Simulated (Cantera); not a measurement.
Input: 1 mol Al, 0.086 mol H₂O, 0.023 mol O₂, held at 1323 K and 3.40 bar.

Cantera equilibrium calculation (NASA polynomials, part measured and part estimated; ideal gas, pure solids and liquids). Candidate condensed phases: Al, Al₂O₃, H₂O; 19 gas species. Mutual solubility and eutectic melting of coexisting phases are not modelled. Rates play no part.

Base state: H₂ 1.000 (mole fractions); condensed: Al(l) + Al₂O₃(s).

Problem. What changes in the equilibrium state with this change: 0.00015 mol Cl₂ added?

Solution. 
```csv
species,before,after
H₂,1.000,0.997
AlCl,0,0.00319
AlCl₂,0,7.48e-5
HCl,0,5.13e-5
AlCl₃,0,2.91e-5
"Al(l), mol",0.912,0.912
"Al₂O₃(s), mol",0.0440,0.0440
```
The tables' values for AlCl₂ are old estimates; treat these amounts as uncertain. Further candidate phases: AlCl₃.
